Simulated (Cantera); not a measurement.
A perfectly stirred reactor is fed with CH4 : H2 : H = 0.024 : 1 : 0.028 (molar parts), at 14000 Pa; it is held at 1698 K, and followed from long to short residence time.

Cantera simulation using GRI-Mech 3.0 (53 species, 325 reactions); the numbers are that mechanism's predictions, not measurements. GRI-Mech 3.0 stops at C3 and has no aromatics, soot or wall deposition, so with more carbon than oxygen in the feed, carbon stays in small species such as C2H2 where larger ones or solid carbon would form.

Task: What does this change do: temperature 1698 to 2450 K?

Result: 
```tsv
quantity	before	after
x(CH4) at τ = 0.610 s	0.0115	6.25e-5
x(H2) at τ = 0.610 s	0.982	0.937
x(H) at τ = 0.610 s	0.000482	0.0517
x(C2H6) at τ = 0.610 s	6.99e-7	1.18e-10
x(CH2) at τ = 0.610 s	5.57e-8	5.42e-6
x(CH4) at τ = 30.0 ms	0.0165	0.000341
x(H2) at τ = 30.0 ms	0.979	0.944
x(H) at τ = 30.0 ms	0.00115	0.0449
x(C2H6) at τ = 30.0 ms	4.21e-6	3.09e-9
x(CH2) at τ = 30.0 ms	4.23e-7	2.15e-5
```

Task: What does this change do: temperature 1698 to 1950 K?

Result: 
```json
[
 {"quantity": "x(CH4) at τ = 0.610 s", "before": "0.0115", "after": "0.00252"},
 {"quantity": "x(H2) at τ = 0.610 s", "before": "0.982", "after": "0.984"},
 {"quantity": "x(H) at τ = 0.610 s", "before": "0.000482", "after": "0.00315"},
 {"quantity": "x(C2H6) at τ = 0.610 s", "before": "6.99e-7", "after": "6.08e-8"},
 {"quantity": "x(CH2) at τ = 0.610 s", "before": "5.57e-8", "after": "6.23e-7"},
 {"quantity": "x(CH4) at τ = 30.0 ms", "before": "0.0165", "after": "0.00819"},
 {"quantity": "x(H2) at τ = 30.0 ms", "before": "0.979", "after": "0.981"},
 {"quantity": "x(H) at τ = 30.0 ms", "before": "0.00115", "after": "0.00365"},
 {"quantity": "x(C2H6) at τ = 30.0 ms", "before": "4.21e-6", "after": "7.70e-7"},
 {"quantity": "x(CH2) at τ = 30.0 ms", "before": "4.23e-7", "after": "2.55e-6"}
]
```
